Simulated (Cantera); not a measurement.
Input: 1 mol Ti, 0.16 mol O2, 1.3 mol H2, held at 1727 °C and 21.0 mbar.

These are equilibrium values from Cantera (NASA tables, ideal gas, pure condensed phases), not measurements of a reactor. Candidate condensed phases: H2O, Ti, TiO, TiO2, Ti2O3, Ti3O5, Ti4O7; 12 gas species. Mutual solubility and eutectic melting of coexisting phases are not modelled. TiO: taken at fixed stoichiometry. Condensed phases not in the tables: N, O or C dissolved in the metal. Rates play no part.

Base state: H2 0.988, H 0.0112, Ti 0.000473, TiO 3.37e-5 (mole fractions); condensed: Ti(l) + TiO(s).

Problem. What changes in the equilibrium state with this change: pressure from 21.0 mbar to 69.0 Pa?

Solution. 
| species | before | after |
|---|---|---|
| H2 | 0.988 | 0.925 |
| H | 0.0112 | 0.0595 |
| Ti | 0.000473 | 0.0144 |
| TiO | 3.37e-5 | 0.00102 |
| Ti(l), mol | 0.679 | 0.660 |
| TiO(s), mol | 0.320 | 0.319 |

Problem. What changes in the equilibrium state with this change: temperature from 1727 °C to 1502 °C?

Solution. 
```json
[
 {"species": "H2", "before": "0.988", "after": "0.998"},
 {"species": "H", "before": "0.0112", "after": "0.00200"},
 {"species": "Ti", "before": "0.000473", "after": "1.52e-5"},
 {"species": "TiO", "before": "3.37e-5", "after": "4.84e-7"},
 {"species": "Ti(l), mol", "before": "0.679", "after": "0"},
 {"species": "TiO(s), mol", "before": "0.320", "after": "0.320"},
 {"species": "Ti(β), mol", "before": "0", "after": "0.680"}
]
```

Problem. What changes in the equilibrium state with this change: O2 from 0.16 to 7.6 mol?

Solution. 
| species | before | after |
|---|---|---|
| O2 | <1e-9 | 0.812 |
| H2O | 1.48e-6 | 0.173 |
| OH | 1.67e-9 | 0.00992 |
| H2 | 0.988 | 0.000382 |
| H | 0.0112 | 0.000219 |
| TiO2 | 3.72e-9 | 1.03e-5 |
| O | <1e-9 | 0.00416 |
| Ti | 0.000473 | <1e-9 |
| TiO | 3.37e-5 | <1e-9 |
| Ti(l), mol | 0.679 | 0 |
| TiO(s), mol | 0.320 | 0 |
| TiO2(rutile), mol | 0 | 1.000 |
